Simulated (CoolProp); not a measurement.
Model: reference Helmholtz-energy equation of state, Tillner-Roth 1997, in CoolProp.

Task: For CH2F2 (R32), give the phase and the Joule-Thomson coefficient (K/MPa), viscosity (µPa s), fugacity coefficient at 108.85 °C and 34.5 bar; -33.45 °C and 152 bar; -2.45 °C and 3.05 bar.

Result: 
- 108.85 °C and 34.5 bar: gas; Joule-Thomson coefficient 10.7, viscosity 17.6, fugacity coefficient 0.837
- -33.45 °C and 152 bar: liquid; Joule-Thomson coefficient -0.256, viscosity 268, fugacity coefficient 0.0202
- -2.45 °C and 3.05 bar: gas; Joule-Thomson coefficient 35.3, viscosity 12.1, fugacity coefficient 0.947

Viscosity comes from a separate model (Bell 2016), an estimate that may be off by 10 % or more.
